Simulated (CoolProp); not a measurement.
Vapour-liquid equilibrium of R22 (1) + n-hexane (2) at 50.55 °C; x and y are mole fractions of (1).

Computed with CoolProp (multi-fluid Helmholtz-energy mixture model, Kamei 1995 and Thol 2019; pair parameters Bell 2016).

```json
[
 {"x": "0.05", "bubble pressure (kPa)": "?", "y at the bubble point": "?", "dew pressure at overall composition x (kPa)": "?", "liquid density (mol/L)": "7.502"},
 {"x": "0.2", "bubble pressure (kPa)": "513.2", "y at the bubble point": "0.896", "dew pressure at overall composition x (kPa)": "69.05", "liquid density (mol/L)": "8.081"},
 {"x": "0.35", "bubble pressure (kPa)": "810.1", "y at the bubble point": "0.937", "dew pressure at overall composition x (kPa)": "85.00", "liquid density (mol/L)": "8.724"},
 {"x": "0.5", "bubble pressure (kPa)": "1064", "y at the bubble point": "0.956", "dew pressure at overall composition x (kPa)": "?", "liquid density (mol/L)": "9.441"},
 {"x": "0.65", "bubble pressure (kPa)": "?", "y at the bubble point": "0.969", "dew pressure at overall composition x (kPa)": "157.3", "liquid density (mol/L)": "10.24"},
 {"x": "0.8", "bubble pressure (kPa)": "1543", "y at the bubble point": "0.980", "dew pressure at overall composition x (kPa)": "272.9", "liquid density (mol/L)": "11.14"},
 {"x": "0.95", "bubble pressure (kPa)": "1845", "y at the bubble point": "0.994", "dew pressure at overall composition x (kPa)": "969.2", "liquid density (mol/L)": "12.14"}
]
```

Problem. Complete the blanks.

Solution. 
- 0.05, bubble pressure (kPa): 173.4
- 0.05, y at the bubble point: 0.683
- 0.05, dew pressure at overall composition x (kPa): 58.08
- 0.5, dew pressure at overall composition x (kPa): 110.4
- 0.65, bubble pressure (kPa): 1297

No azeotrope shows between x = 0.05 and 0.95.

Pair parameters are fitted to limited data, so mixtures are less certain than the pure fluids. The gap from Raoult's law changes sign with composition, which may be real or a fault of the pair parameters; it wasn't checked against measurements.
